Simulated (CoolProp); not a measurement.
Properties of R236EA along the isotherm 412 K (Tc = 412.4 K, pc = 3.414 MPa, ω = 0.368).

Model: reference Helmholtz-energy equation of state, Rui 2013, in CoolProp.

| p (MPa) | phase | Joule-Thomson coefficient (K/MPa) | fugacity coefficient |
|---|---|---|---|
| 0.462 | gas | 8.723 | 0.9536 |
| 0.923 | gas | 9.343 | 0.9080 |
| 1.38 | gas | 10.11 | 0.8634 |
| 1.85 | gas | 11.13 | 0.8177 |
| 2.31 | gas | 12.50 | ___ |
| 2.77 | gas | 14.54 | 0.7275 |
| 3.23 | gas | ___ | 0.6797 |
| 3.69 | liquid | 4.346 | 0.6176 |
| 4.15 | liquid | 2.737 | 0.5623 |
| 4.62 | liquid | 2.055 | 0.5169 |
| 5.08 | liquid | ___ | 0.4805 |
| 5.54 | liquid | 1.398 | 0.4501 |
| 6 | liquid | 1.202 | 0.4244 |

Problem. What belongs in the gaps?

Solution. 
- 2.31, fugacity coefficient: 0.7730
- 3.23, Joule-Thomson coefficient (K/MPa): 17.98
- 5.08, Joule-Thomson coefficient (K/MPa): 1.664
